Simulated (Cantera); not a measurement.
An isothermal, constant-pressure homogeneous reactor starts with C2H6 : N2 = 1 : 190 (molar parts), at 1950 K and 0.0130 bar.

Cantera simulation using GRI-Mech 3.0 (53 species, 325 reactions); the numbers are that mechanism's predictions, not measurements. GRI-Mech 3.0 stops at C3 and has no aromatics, soot or wall deposition, so with more carbon than oxygen in the feed, carbon stays in small species such as C2H2 where larger ones or solid carbon would form. Radical loss at walls, strong at low pressure, is not modelled.

x: mole fraction; the columns are a selection and need not sum to one.

```tsv
t (s)	x C2H6	x CH3	x C2H4	x CH2	x HCN
3.00e-5	0.00427	0.00190	2.28e-6	3.63e-7	2.05e-11
8.02e-5	0.00302	0.00423	3.58e-5	5.50e-6	1.20e-9
0.000214	0.00111	0.00680	0.000482	4.73e-5	5.87e-7
0.000573	4.39e-5	0.00506	0.00148	8.18e-5	2.20e-5
0.00153	7.54e-7	0.00158	0.000845	4.59e-5	7.86e-5
0.00410	5.55e-8	0.000430	0.000139	1.81e-5	0.000129
0.0110	7.68e-9	0.000157	1.34e-5	7.28e-6	0.000168
0.0293	1.25e-9	6.25e-5	1.99e-6	2.89e-6	0.000201
0.0783	1.65e-10	2.26e-5	2.67e-7	1.04e-6	0.000229
0.209	1.08e-11	[?]	[?]	[?]	0.000252
0.560	<1e-12	6.70e-7	6.68e-9	3.39e-8	0.000262
1.50	<1e-12	[?]	6.39e-9	[?]	0.000263
4.00	<1e-12	4.82e-8	6.23e-9	3.37e-9	0.000263
```

Question: Complete the blanks.

Answer: 
- 0.209, x CH3: 5.77e-6
- 0.209, x C2H4: 2.35e-8
- 0.209, x CH2: 2.71e-7
- 1.50, x CH3: 1.47e-7
- 1.50, x CH2: 8.48e-9
